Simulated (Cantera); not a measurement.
Feed: 1 mol CS2, a varied amount of H2O, at 43.0 bar.

These are equilibrium values from Cantera (NASA tables, ideal gas, pure condensed phases), not measurements of a reactor. Candidate condensed phases: C, C6H6, C7H8, C8H18, H2O, H2SO4, S; 123 gas species. The ideal-gas law is rough above about 30 bar. The numbers say what is thermodynamically allowed, not how fast it happens.

What condenses at these points (T in K, n(H2O) in mol): (873, 0.24); (1323, 0.24); (1398, 3.7); (1398, 0.42); (1023, 1.2); (1248, 0.72)?


```csv
T (K),n(H2O) in mol,condensed phases,C condensed (%)
873,0.24,C + S,70.3
1323,0.24,C,4.6
1398,3.7,gas only,0.0
1398,0.42,gas only,0.0
1023,1.2,gas only,0.0
1248,0.72,gas only,0.0
```
